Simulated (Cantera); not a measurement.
Input: 1 mol Ti, 2.2 mol H2O, 82 mol H2, held at 1698.15 K and 2.85 Torr.

These are equilibrium values from Cantera (NASA tables, ideal gas, pure condensed phases), not measurements of a reactor. Candidate condensed phases: H2O, Ti, TiO, TiO2, Ti2O3, Ti3O5, Ti4O7; 12 gas species. Kinetics and transport are ignored.

Base state: H2 0.991, H2O 0.00633, H 0.00234 (mole fractions); condensed: Ti3O5(s).

Task: What changes in the equilibrium state with this change: temperature from 1698.15 K to 1550 K?

Result: 
| species | before | after |
|---|---|---|
| H2 | 0.991 | 0.993 |
| H2O | 0.00633 | 0.00633 |
| H | 0.00234 | 0.000509 |
| Ti3O5(s), mol | 0.333 | 0.333 |
